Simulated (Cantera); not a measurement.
Input: 1 mol Ti(OiPr)4, 0.24 mol H2O, held at 0.230 bar.

Cantera equilibrium calculation (NASA polynomials, part measured and part estimated; ideal gas, pure solids and liquids). Candidate condensed phases: C, C6H6, C7H8, C8H18, H2O, Ti, TiC, TiO, TiO2, Ti2O3, Ti3O5, Ti4O7; 113 gas species. The feed counts by its element totals alone. TiC: taken at fixed stoichiometry. Kinetics and transport are ignored. All values below are at 1548 K.

Base state: H2 0.770, CO 0.229, CH4 0.000280, H 5.63e-5, H2O 4.99e-5, C2H2 (acetylene) 1.21e-5 (mole fractions); condensed: C(graphite) + TiC(s).

### Question
What changes in the equilibrium state with this change: H2O from 0.24 to 28 mol?

### Answer
```csv
species,before,after
H2,0.770,0.484
H2O,4.99e-5,0.294
CO,0.229,0.183
CO2,5.33e-6,0.0397
CH4,0.000280,9.40e-9
C2H2 (acetylene),1.21e-5,<1e-9
"C(graphite), mol",6.76,0
"TiC(s), mol",1.00,0
"TiO2(rutile), mol",0,1.00
```
Gases not in the tables: TiO(OH)2.
